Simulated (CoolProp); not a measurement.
A Linde-Hampson liquefier for ethylene: isothermal reversible compression at 290 K from 1 atm to 15 MPa, throttling to 1 atm, return gas leaving the recuperator 10 K below the feed. Each further row changes one setting.

The numbers come from the reference Helmholtz-energy equation of state, Smukala 2000 in CoolProp.

```json
[
 {"case": "as stated", "liquid yield per pass": "?", "compression work (kJ/kg of gas)": "338"},
 {"case": "high pressure 30 MPa", "liquid yield per pass": "?", "compression work (kJ/kg of gas)": "?"},
 {"case": "warm-end temperature 320 K", "liquid yield per pass": "0.380", "compression work (kJ/kg of gas)": "?"},
 {"case": "warm-end gap 15 K", "liquid yield per pass": "?", "compression work (kJ/kg of gas)": "338"}
]
```

Problem. What belongs in the gaps?

Solution. 
- as stated, liquid yield per pass: 0.490
- high pressure 30 MPa, liquid yield per pass: 0.497
- high pressure 30 MPa, compression work (kJ/kg of gas): 373
- warm-end temperature 320 K, compression work (kJ/kg of gas): 404
- warm-end gap 15 K, liquid yield per pass: 0.484
